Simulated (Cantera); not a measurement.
Mixture: CH4 : C2H6 : C3H8 : O2 : N2 = 1 : 0.11 : 0.8 : 15.6 : 82.5 (molar parts), at 0.510 bar, adiabatic and at constant volume. Ignition delay is the time to a rise of 400 K.

Computed with Cantera and GRI-Mech 3.0 (53 species, 325 reactions). GRI-Mech 3.0 was tuned for natural gas; its chemistry of propane as a main component is partial and can be far from experiment.

Question: What does this change do: pressure from 0.510 bar to 0.650 bar?

Answer: 
```csv
quantity,before,after
delay at 1100 K,60.1 ms,52.6 ms
delay at 1175 K,12.3 ms,11.0 ms
delay at 1250 K,3.06 ms,2.73 ms
delay at 1325 K,0.954 ms,0.843 ms
delay at 1400 K,0.376 ms,0.326 ms
delay at 1475 K,0.182 ms,0.155 ms
apparent activation energy between 1325 and 1475 K,180 kJ/mol,180 kJ/mol
```

Question: What does this change do: constant pressure in place of constant volume?

Answer: 
```json
[
 {"quantity": "delay at 1100 K", "before": "60.1 ms", "after": "61.8 ms"},
 {"quantity": "delay at 1175 K", "before": "12.3 ms", "after": "12.8 ms"},
 {"quantity": "delay at 1250 K", "before": "3.06 ms", "after": "3.26 ms"},
 {"quantity": "delay at 1325 K", "before": "0.954 ms", "after": "1.09 ms"},
 {"quantity": "delay at 1400 K", "before": "0.376 ms", "after": "0.502 ms"},
 {"quantity": "delay at 1475 K", "before": "0.182 ms", "after": "0.321 ms"}
]
```
